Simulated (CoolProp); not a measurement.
Vapour-liquid equilibrium of R125 (1) + ethanol (2) at 16.25 °C; x and y are mole fractions of (1).

Values from CoolProp's multi-fluid Helmholtz-energy mixture model, Lemmon 2005 and Schroeder 2014; pair parameters Bell 2016.

| x | bubble pressure (bar) | y at the bubble point | dew pressure at overall composition x (bar) | liquid density (mol/L) |
|---|---|---|---|---|
| 0.05 | 1.493 | 0.968 | 0.04924 | 16.90 |
| 0.2 | 4.627 | 0.990 | 0.05849 | 15.98 |
| 0.35 | 6.473 | 0.993 | 0.07201 | 15.07 |
| 0.5 | 7.553 | 0.994 | 0.09364 | 14.14 |
| 0.65 | 8.280 | 0.995 | 0.1338 | 13.16 |
| 0.8 | 9.026 | 0.996 | 0.2345 | 12.08 |
| 0.95 | 10.24 | 0.998 | 0.9451 | 10.82 |

No azeotrope shows between x = 0.05 and 0.95.

The pair parameters rest on a limited set of measurements; away from them the model extrapolates. The gap from Raoult's law changes sign with composition, which may be real or a fault of the pair parameters; it wasn't checked against measurements. With so large a gap from Raoult's law the liquid may split in two, which this calculation doesn't test in full.
